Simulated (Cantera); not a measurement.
Feed: 1 mol Al(CH₃)₃, 21 mol O₂, 530 mol H₂, held at 1750 K and 1.30 mbar.

Cantera equilibrium calculation (NASA polynomials, part measured and part estimated; ideal gas, pure solids and liquids). The feed counts by its element totals alone. Equilibrium is a limit: real reactors are often held back by kinetics, nucleation or transport.

```csv
species,before,after
H₂,0.919,0.884
H₂O,0.0694,0.0679
H,0.00618,0.0424
O,1.45e-7,1.14e-5
OH,2.74e-5,0.000325
CO₂,0.000114,9.00e-5
CO,0.00545,0.00537
"Al₂O₃(s), mol",0.500,0.497
```
Gas species are given as mole fractions.

**Question.** Which change was made?
(A) temperature from 1750 K to 2000 K
(B) temperature from 1750 K to 1000 K
(C) temperature from 1750 K to 2150 K
(D) H₂ from 530 to 3.3 mol

**Answer.** A, temperature from 1750 K to 2000 K
